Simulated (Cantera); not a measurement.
Cantera run, input and output.

```python
import numpy as np
import cantera as ct

gas = ct.Solution("gri30.yaml")
gas.TPX = 500, 1800000, {'CH4': 1, 'H2': 0.055, 'O2': 3.77, 'N2': 14.2}
inlet = ct.Reservoir(gas, clone=True)
gas.equilibrate("HP")  # start burning
reactor = ct.IdealGasConstPressureReactor(gas, energy="on", clone=False)
exhaust = ct.Reservoir(gas, clone=True)
tau = [0.037, 0.016, 0.0068, 0.0029, 0.0013, 0.00054, 0.00023, 9.9e-05, 4.2e-05][0]
for a, b in ((inlet, reactor), (reactor, exhaust)):
    ct.MassFlowController(a, b, mdot=lambda t: reactor.mass / tau)
net = ct.ReactorNet([reactor])
show = ['CH4', 'H2', 'O2', 'HO2', 'NO']

rows = []
print(f"{'tau/s':>10s}{'T/K':>9s}" + "".join(f"{s:>11s}" for s in show))
for tau in [0.037, 0.016, 0.0068, 0.0029, 0.0013, 0.00054, 0.00023, 9.9e-05, 4.2e-05]:
    net.initial_time = 0.0
    net.advance(30 * tau)
    before = gas.X
    net.advance(40 * tau)
    drift = np.max(np.abs(gas.X - before) / (gas.X + 1e-9))
    rows.append([gas.T, *gas[show].X, drift])
    print(f"{tau:10.3e}{gas.T:9.1f}" + "".join(f"{x:11.3e}" for x in gas[show].X))
```

Output:

```
     tau/s      T/K        CH4         H2         O2        HO2         NO
 3.700e-02   1712.1  1.157e-05  7.981e-06  9.175e-02  1.947e-06  2.817e-06
 1.600e-02   1710.7  2.329e-05  1.432e-05  9.183e-02  3.177e-06  2.046e-06
 6.800e-03   1707.9  4.719e-05  2.746e-05  9.201e-02  5.785e-06  1.657e-06
 2.900e-03   1701.9  9.803e-05  5.564e-05  9.239e-02  1.135e-05  1.405e-06
 1.300e-03   1689.0  2.123e-04  1.183e-04  9.327e-02  2.321e-05  1.130e-06
 5.400e-04   1637.7  7.359e-04  3.794e-04  9.685e-02  6.455e-05  5.418e-07
 2.300e-04    500.0  5.256e-02  2.891e-03  1.982e-01  1.312e-19  1.211e-23
 9.900e-05    500.0  5.256e-02  2.891e-03  1.982e-01  9.631e-21  1.062e-26
 4.200e-05    500.0  5.256e-02  2.891e-03  1.982e-01  4.387e-21  6.710e-28
```

Model: GRI-Mech 3.0 (53 species, 325 reactions), integrated in Cantera. The pressure lies above the range GRI-Mech 3.0 was tuned for (to about 10 atm).
